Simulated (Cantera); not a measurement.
A perfectly stirred reactor is fed with 31.8 % H2, 22.7 % O2, 45.5 % N2, equivalence ratio 0.70, at 97.5 Torr; it is held at 1125 K, and followed from long to short residence time.

Detailed kinetics in Cantera: the H2/O2 subset of GRI-Mech 3.0, which has no nitrogen chemistry. The temperature is held fixed by assumption; the heat of reaction is taken as removed at once.

### Question
Predict: x(H2) at τ = 0.870 s; x(O2) at τ = 0.870 s; x(H2O2) at τ = 0.870 s; x(O) at τ = 0.870 s; x(H) at τ = 0.870 s; x(H2) at τ = 45.0 ms; x(O2) at τ = 45.0 ms; x(H2O2) at τ = 45.0 ms; x(O) at τ = 45.0 ms; x(H) at τ = 45.0 ms.

### Answer
| Property | Result |
|---|---|
| x(H2) at τ = 0.870 s | 0.000746 |
| x(O2) at τ = 0.870 s | 0.0813 |
| x(H2O2) at τ = 0.870 s | 1.48e-6 |
| x(O) at τ = 0.870 s | 9.96e-5 |
| x(H) at τ = 0.870 s | 5.85e-5 |
| x(H2) at τ = 45.0 ms | 0.00482 |
| x(O2) at τ = 45.0 ms | 0.0828 |
| x(H2O2) at τ = 45.0 ms | 2.78e-6 |
| x(O) at τ = 45.0 ms | 0.000729 |
| x(H) at τ = 45.0 ms | 0.00110 |
